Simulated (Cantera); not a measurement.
Feed: 1 mol CF4, 0.19 mol HCl, at 650 K and 1.50e-5 bar.

Cantera equilibrium calculation (NASA polynomials, part measured and part estimated; ideal gas, pure solids and liquids). Condensed phases not in the tables: fluorocarbon polymer. Gases not in the tables: C2F6 and larger saturated fluorocarbons. Kinetics and transport are ignored.

```tsv
species	before	after
CF4	0.819	0.798
HF	0.0445	0.0890
HCl	0.113	0.0672
Cl2	0.0212	0.0431
Cl	4.88e-6	0.000263
CClF3	0.00215	0.00245
CCl2F2	1.45e-5	1.41e-5
C(graphite), mol	0.0127	0.0263
```
Gas species are given as mole fractions.

Question: What was changed between the two runs?
(A) temperature from 650 K to 2200 K
(B) temperature from 650 K to 773.15 K
(C) temperature from 650 K to 2398.15 K
(D) CF4 replaced by CH3F

Answer: B, temperature from 650 K to 773.15 K
